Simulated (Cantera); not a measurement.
Input: 1 mol TEOS, 0.071 mol O2, 0.16 mol H2, held at 13.3 mbar.

Method: chemical equilibrium by Gibbs-energy minimisation in Cantera with the NASA 1993 tables (ideal gas, pure condensed phases). Candidate condensed phases: C, C6H6, C7H8, C8H18, H2O, Si, SiC, SiO2; 123 gas species. The feed counts by its element totals alone. Kinetics and transport are ignored. All values below are at 427 °C.

Base state: H2 0.759, H2O 0.113, CH4 0.0654, CO2 0.0364, CO 0.0260 (mole fractions); condensed: C(graphite) + SiO2(α-quartz).

Question: What changes in the equilibrium state with this change: O2 from 0.071 to 16 mol?

Answer: 
```csv
species,before,after
H2O,0.113,0.460
CO2,0.0364,0.362
O2,<1e-9,0.178
H2,0.759,<1e-9
CH4,0.0654,<1e-9
CO,0.0260,<1e-9
"C(graphite), mol",6.71,0
"SiO2(α-quartz), mol",1.00,1.00
```

Question: What changes in the equilibrium state with this change: TEOS replaced by SiH4?

Answer: 
```csv
species,before,after
H2,0.759,1.00
H2O,0.113,<1e-9
CH4,0.0654,0
CO2,0.0364,0
CO,0.0260,0
"C(graphite), mol",6.71,0
"SiO2(α-quartz), mol",1.00,0.0710
"Si(s), mol",0,0.929
```
